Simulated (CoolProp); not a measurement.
Vapour-liquid equilibrium of benzene (1) + p-xylene (2) at 301.1 K; x and y are mole fractions of (1).

Computed with CoolProp (multi-fluid Helmholtz-energy mixture model, Thol 2012 and Zhou 2012; pair parameters Bell 2016).

| x | bubble pressure, mixture model (MPa) | bubble pressure, Raoult's law (MPa) | y, mixture model | y, Raoult's law |
|---|---|---|---|---|
| 0.05 | 0.002002 | 0.002049 | 0.339 | 0.354 |
| 0.15 | 0.003272 | 0.003362 | 0.639 | 0.648 |
| 0.25 | 0.004586 | 0.004675 | 0.773 | 0.777 |
| 0.35 | 0.005923 | 0.005988 | 0.848 | 0.849 |
| 0.45 | 0.007266 | 0.007302 | 0.896 | 0.895 |
| 0.55 | 0.008603 | 0.008615 | 0.928 | 0.927 |
| 0.65 | 0.009930 | 0.009928 | 0.951 | 0.951 |
| 0.75 | 0.01125 | 0.01124 | 0.969 | 0.969 |
| 0.85 | 0.01256 | 0.01255 | 0.983 | 0.983 |
| 0.95 | 0.01387 | 0.01387 | 0.995 | 0.995 |

The largest gap from Raoult's law is -2.7 % in bubble pressure, at x = 0.15. No azeotrope shows between x = 0.05 and 0.95.

The pair parameters rest on a limited set of measurements; away from them the model extrapolates.
